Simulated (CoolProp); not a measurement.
The fluid at 436.76 K and 1.26 MPa expands adiabatically to 0.208 MPa with isentropic efficiency 0.8. The same conditions are run with several fluids, on thermodynamics alone (safety and materials aside).

Model: reference Helmholtz-energy equation of state of each fluid (the fluoroketone C6F12O (FK-5-1-12): McLinden 2015; R22: Kamei 1995; R1233zd(E): Akasaka 2022; carbonyl sulfide: Lemmon 2006; ethane: Bücker 2006), in CoolProp.

```
fluid                                work (kJ/kg)  final temperature (K)  final density (kg/m³)
-----------------------------------  ------------  ---------------------  ---------------------
the fluoroketone C6F12O (FK-5-1-12)             ?                  410.5                   20.3
R22                                             ?                  360.6                      ?
R1233zd(E)                                   34.5                      ?                      ?
carbonyl sulfide                             71.5                  333.7                   4.58
ethane                                        152                  362.4                   2.09
```

Task: Fill in the missing entries.

Result: 
- the fluoroketone C6F12O (FK-5-1-12), work (kJ/kg): 13.6
- R22, work (kJ/kg): 52.1
- R22, final density (kg/m³): 6.09
- R1233zd(E), final temperature (K): 388.2
- R1233zd(E), final density (kg/m³): 8.69
